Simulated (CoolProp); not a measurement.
Properties of octamethylcyclotetrasiloxane (D4) along the isotherm 346.85 °C (Tc = 313.4 °C, pc = 1.347 MPa, ω = 0.598).

Values from CoolProp's reference Helmholtz-energy equation of state, Thol 2015.

```csv
p (MPa),phase,speed of sound (m/s),Joule-Thomson coefficient (K/MPa),isothermal compressibility (1/MPa),expansivity (1/kK)
0.241,gas,126.0,7.621,4.386,1.982
0.481,gas,118.6,8.370,2.349,2.482
0.722,gas,110.5,9.321,1.698,3.193
0.962,gas,101.7,10.55,1.411,4.254
1.2,gas,92.02,12.18,1.288,5.944
1.44,supercritical,81.33,14.41,1.278,8.981
1.68,supercritical,70.29,17.05,1.379,14.95
1.92,supercritical,64.09,16.88,1.354,22.92
2.17,supercritical,71.95,11.21,0.8108,20.11
2.41,supercritical,88.19,6.958,0.4357,13.94
2.65,supercritical,105.4,4.706,0.2673,10.20
2.89,supercritical,121.2,3.465,0.1857,8.059
3.13,supercritical,135.4,2.707,0.1402,6.730
3.37,supercritical,148.2,2.200,0.1119,5.831
```
